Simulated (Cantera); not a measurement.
Feed: 1 mol C₃H₆, 0.068 mol CO₂, 0.037 mol O₂, equilibrated at 2652 °C and 32300 Torr.

These are equilibrium values from Cantera (NASA tables, ideal gas, pure condensed phases), not measurements of a reactor. Candidate condensed phases: C, C₆H₆, C₇H₈, C₈H₁₈, H₂O; 110 gas species. The ideal-gas law is rough above about 30 bar. Rates play no part.

Base state: H₂ 0.869, CO 0.0650, C₂H₂ (acetylene) 0.0432, H 0.0177, CH₄ 0.00274, CH₃ 0.000905, C₄H₂ 0.000896, C₂H₄ 0.000325 (mole fractions); condensed: C(graphite).

**Question.** What changes in the equilibrium state with this change: temperature from 2652 °C to 827 °C?

**Answer.** 
```
species              before    after
-----------------  --------  -------
H₂                    0.869    0.509
CH₄                 0.00274    0.399
H₂O                 2.43e-5   0.0587
C₂H₂ (acetylene)     0.0432  6.77e-9
H                    0.0177  2.81e-9
CO                   0.0650   0.0300
C₄H₂               0.000896    <1e-9
C₂H                0.000136    <1e-9
C₂H₂ (vinylidene)  0.000114    <1e-9
C₃H₃ (propargyl)   0.000109    <1e-9
C₂H₃ (vinyl)        7.52e-5    <1e-9
C(graphite), mol       2.55     2.12
```

**Question.** What changes in the equilibrium state with this change: pressure from 32300 Torr to 0.0900 Torr?

**Answer.** 
```csv
species,before,after
H,0.0177,0.779
C,5.67e-7,0.0846
C₃,3.19e-6,0.0827
H₂,0.869,0.00468
C₂,3.20e-7,0.0199
C₂H₂ (acetylene),0.0432,4.04e-5
CO,0.0650,0.0276
CH₄,0.00274,<1e-9
CH₃,0.000905,<1e-9
"C(graphite), mol",2.55,0
```

**Question.** What changes in the equilibrium state with this change: pressure from 32300 Torr to 5700 Torr?

**Answer.** 
| species | before | after |
|---|---|---|
| H₂ | 0.869 | 0.850 |
| CO | 0.0650 | 0.0641 |
| C₂H₂ (acetylene) | 0.0432 | 0.0423 |
| H | 0.0177 | 0.0417 |
| CH₄ | 0.00274 | 0.000464 |
| C₂H₄ | 0.000325 | 5.50e-5 |
| C₃H₄ (propyne) | 4.11e-5 | 6.96e-6 |
| C(graphite), mol | 2.55 | 2.56 |
